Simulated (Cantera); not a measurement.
Charge: 1 mol Ti(OiPr)4, a varied amount of H2, held at 0.100 bar.

Cantera equilibrium calculation (NASA polynomials, part measured and part estimated; ideal gas, pure solids and liquids). Candidate condensed phases: C, C6H6, C7H8, C8H18, H2O, Ti, TiC, TiO, TiO2, Ti2O3, Ti3O5, Ti4O7; 113 gas species. The feed counts by its element totals alone. Mutual solubility and eutectic melting of coexisting phases are not modelled. TiC: taken at fixed stoichiometry. Condensed phases not in the tables: Magnéli phases beyond Ti4O7. Rates play no part.

**Question.** What condenses at these points (T in K, n(H2) in mol): (1150, 44); (1850, 44); (1150, 210); (1950, 83); (1250, 60); (1850, 60); (1050, 210); (1450, 210)?

**Answer.** 
```tsv
T (K)	n(H2) in mol	condensed phases	Ti condensed (%)
1150	44	C + Ti4O7	100.0
1850	44	C + TiC	100.0
1150	210	C + Ti3O5	100.0
1950	83	C + TiC	100.0
1250	60	C + TiC + Ti3O5	100.0
1850	60	C + TiC	100.0
1050	210	C + TiO2	100.0
1450	210	C + TiC	100.0
```
